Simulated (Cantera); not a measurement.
Cantera with NASA thermochemical tables; ideal gases at 1 bar, condensed phases pure. Values are per mole of reaction as written; species without (g) are pure solids or liquids, kept so even where they would boil at 1 bar.

Between 300 and 773 K, where is each reaction favourable under standard conditions?
- MgCO3 + SO2(g) → 4 O(g) + Mg + COS(g)


- MgCO3 + SO2(g) → 4 O(g) + Mg + COS(g): ΔG° is 2089 kJ at 300 K and 1802 kJ at 773 K; it stays positive (K < 1). ΔH° is 2273 kJ and ΔS° 610 J/K at 773 K.
